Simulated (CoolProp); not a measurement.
Vapour-liquid equilibrium of R227EA (1) + isobutene (2) at 209.7 K; x and y are mole fractions of (1).

The numbers come from the multi-fluid Helmholtz-energy mixture model, Lemmon 2016 and Lemmon 2005; pair parameters Bell 2016 in CoolProp.

```
x     bubble pressure, mixture model (MPa)  bubble pressure, Raoult's law (MPa)  y, mixture model  y, Raoult's law
----  ------------------------------------  -----------------------------------  ----------------  ---------------
0.05                                   [?]                             0.005585               [?]            0.067
0.2                               0.009339                             0.005888               [?]            0.255
0.35                              0.009801                             0.006191               [?]            0.424
0.5                               0.009902                             0.006494             0.556            0.578
0.65                              0.009885                             0.006797             0.588            0.718
0.8                               0.009529                             0.007100               [?]            0.846
0.95                              0.008268                             0.007403             0.865            0.963
```

Q: Fill in the missing entries.

A: 
- 0.05, bubble pressure, mixture model (MPa): 0.007190
- 0.05, y, mixture model: 0.270
- 0.2, y, mixture model: 0.489
- 0.35, y, mixture model: 0.536
- 0.8, y, mixture model: 0.664

The largest gap from Raoult's law is +58.6 % in bubble pressure, at x = 0.2. y crosses x between x = 0.5 and 0.65: the model has an azeotrope there.

Pair parameters are fitted to limited data, so mixtures are less certain than the pure fluids. With so large a gap from Raoult's law the liquid may split in two, which this calculation doesn't test in full.
